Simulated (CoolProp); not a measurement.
A closed Brayton cycle with carbon dioxide: compressor inlet 308.15 K and 8.3 MPa, high pressure 17.4 MPa, turbine inlet 920 K, compressor efficiency 0.8, turbine efficiency 0.9, recuperator effectiveness 0.95 (on enthalpy, no pinch check). Each further row changes one setting.

Computed with CoolProp (reference Helmholtz-energy equation of state, Span 1996).

```json
[
 {"case": "as stated", "thermal efficiency (%)": "35.8", "net work (kJ/kg)": "93.5", "compressor to turbine work": "0.16", "compressor exit (K)": "333.6", "turbine exit (K)": "824.5"},
 {"case": "turbine inlet 870 K", "thermal efficiency (%)": "34.5", "net work (kJ/kg)": "87.0", "compressor to turbine work": "0.17", "compressor exit (K)": "333.6", "turbine exit (K)": "777.9"},
 {"case": "compressor inlet 318.15 K", "thermal efficiency (%)": "37.0", "net work (kJ/kg)": "77.9", "compressor to turbine work": "0.30", "compressor exit (K)": "375.2", "turbine exit (K)": "824.5"},
 {"case": "high pressure 14.8 MPa", "thermal efficiency (%)": "32.3", "net work (kJ/kg)": "75.0", "compressor to turbine work": "0.15", "compressor exit (K)": "327.7", "turbine exit (K)": "844.9"},
 {"case": "recuperator effectiveness 0.5", "thermal efficiency (%)": "17.7", "net work (kJ/kg)": "93.5", "compressor to turbine work": "0.16", "compressor exit (K)": "333.6", "turbine exit (K)": "824.5"}
]
```
